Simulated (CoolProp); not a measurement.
Vapour-liquid equilibrium of CH3F (R41) (1) + chloromethane (R40) (2) at -18.75 °C; x and y are mole fractions of (1).

Computed with CoolProp (multi-fluid Helmholtz-energy mixture model, Lemmon 2006 and Thol 2014; pair parameters Bell 2016).

Problem. Give the bubble pressure and the first vapour's composition at x = 0.2, 0.5, 0.8. Is there an azeotrope?

Solution. x = 0.2: 0.3517 MPa, y = 0.690; x = 0.5: 0.6678 MPa, y = 0.882; x = 0.8: 0.9648 MPa, y = 0.959. No azeotrope shows between x = 0.05 and 0.95.

Pair parameters are fitted to limited data, so mixtures are less certain than the pure fluids. The gap from Raoult's law changes sign with composition, which may be real or a fault of the pair parameters; it wasn't checked against measurements.
